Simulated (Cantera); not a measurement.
Charge: 1 mol TiO₂, 0.013 mol Cl₂, 0.029 mol O₂, held at 950 °C and 338 Torr.

Cantera equilibrium calculation (NASA polynomials, part measured and part estimated; ideal gas, pure solids and liquids). Candidate condensed phases: Ti, TiCl₂, TiCl₃, TiCl₄, TiO, TiO₂, Ti₂O₃, Ti₃O₅, Ti₄O₇; 15 gas species. Equilibrium is a limit: real reactors are often held back by kinetics, nucleation or transport.

Base state: O₂ 0.689, Cl₂ 0.306, Cl 0.00493, ClO 0.000103 (mole fractions); condensed: TiO₂(rutile).

Q: What changes in the equilibrium state with this change: 0.26 mol H₂ added?

A: 
| species | before | after |
|---|---|---|
| H₂ | 0 | 0.692 |
| H₂O | 0 | 0.212 |
| HCl | 0 | 0.0952 |
| O₂ | 0.689 | <1e-9 |
| Cl₂ | 0.306 | <1e-9 |
| Cl | 0.00493 | 4.42e-8 |
| ClO | 0.000103 | <1e-9 |
| TiO₂(rutile), mol | 1.00 | 1.00 |
Gases not in the tables: TiO(OH)₂. Further candidate phases: H₂O.
